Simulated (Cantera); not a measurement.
Cantera run, input and output.

```python
import numpy as np
import cantera as ct

gas = ct.Solution("gri30.yaml")
gas.TPX = 1823, 1000000, {'C2H4': 1, 'O2': 4.92, 'N2': 18.5, 'H2O': 0.95}
reactor = ct.IdealGasReactor(gas, energy="on", clone=False)
net = ct.ReactorNet([reactor])
net.rtol, net.atol = 1e-08, 1e-16
show = ['C2H4', 'O2', 'H2O', 'CH2O', 'C2H6', 'HCO']
times = np.geomspace(2e-06, 10, 13)

steps = ct.SolutionArray(gas, extra=["t"])
rows = []
print(f"{'t/s':>10s}{'T/K':>9s}{'P/Pa':>11s}" + "".join(f"{s:>11s}" for s in show))
for t in times:
    while net.time < t:
        t_next = net.step()
        steps.append(gas.state, t=t_next)
    rows.append([np.interp(t, steps.t, y) for y in (steps.T, steps.P, *steps(*show).X.T)])
    print(f"{t:10.3e}{rows[-1][0]:9.1f}{rows[-1][1]:11.4g}" + "".join(f"{x:11.3e}" for x in rows[-1][2:]))
rate = np.gradient(steps.T, steps.t)
print("integrator steps:", len(steps.t))
if steps.T.max() > steps.T[0] + 200:
    print(f"time of steepest temperature rise: {steps.t[rate.argmax()]:.4e} s")
gas.TPX = 1823, 1000000, {'C2H4': 1, 'O2': 4.92, 'N2': 18.5, 'H2O': 0.95}
gas.equilibrate("UV")
print(f"equilibrium (UV): T = {gas.T:.1f} K  " + "  ".join(f"{s} {gas[s].X[0]:.3e}" for s in show))
```

It prints:

```
       t/s      T/K       P/Pa       C2H4         O2        H2O       CH2O       C2H6        HCO
 2.000e-06   2688.6  1.545e+06  1.539e-14  8.709e-02  8.919e-02  2.720e-09  1.304e-18  3.296e-07
 7.232e-06   3037.6  1.707e+06  5.097e-23  7.580e-02  9.677e-02  5.938e-10  6.557e-29  7.073e-08
 2.615e-05   3029.9  1.702e+06  4.440e-23  7.286e-02  9.722e-02  5.803e-10  6.061e-29  6.794e-08
 9.457e-05   3012.3   1.69e+06  4.118e-23  6.748e-02  9.798e-02  5.613e-10  5.801e-29  6.395e-08
 3.420e-04   3004.4  1.685e+06  3.980e-23  6.509e-02  9.832e-02  5.532e-10  5.689e-29  6.225e-08
 1.237e-03   3004.3  1.685e+06  3.978e-23  6.505e-02  9.832e-02  5.531e-10  5.687e-29  6.222e-08
 4.472e-03   3004.3  1.685e+06  3.978e-23  6.505e-02  9.832e-02  5.531e-10  5.687e-29  6.222e-08
 1.617e-02   3004.3  1.685e+06  3.978e-23  6.505e-02  9.832e-02  5.531e-10  5.687e-29  6.222e-08
 5.848e-02   3004.3  1.685e+06  3.978e-23  6.505e-02  9.832e-02  5.531e-10  5.687e-29  6.222e-08
 2.115e-01   3004.3  1.685e+06  3.978e-23  6.505e-02  9.832e-02  5.531e-10  5.687e-29  6.222e-08
 7.647e-01   3004.3  1.685e+06  3.978e-23  6.505e-02  9.832e-02  5.531e-10  5.687e-29  6.222e-08
 2.765e+00   3004.3  1.685e+06  3.978e-23  6.505e-02  9.832e-02  5.531e-10  5.687e-29  6.222e-08
 1.000e+01   3004.3  1.685e+06  3.978e-23  6.505e-02  9.832e-02  5.531e-10  5.687e-29  6.222e-08
integrator steps: 1467
time of steepest temperature rise: 1.4894e-06 s
equilibrium (UV): T = 3004.3 K  C2H4 4.631e-23  O2 6.505e-02  H2O 9.832e-02  CH2O 5.531e-10  C2H6 1.062e-28  HCO 6.222e-08
```

Cantera simulation using GRI-Mech 3.0 (53 species, 325 reactions); the numbers are that mechanism's predictions, not measurements. GRI-Mech 3.0 was tuned for natural gas; its chemistry of ethylene as a main component is partial and can be far from experiment. Above 3000 K some thermodynamic fits are extrapolated.
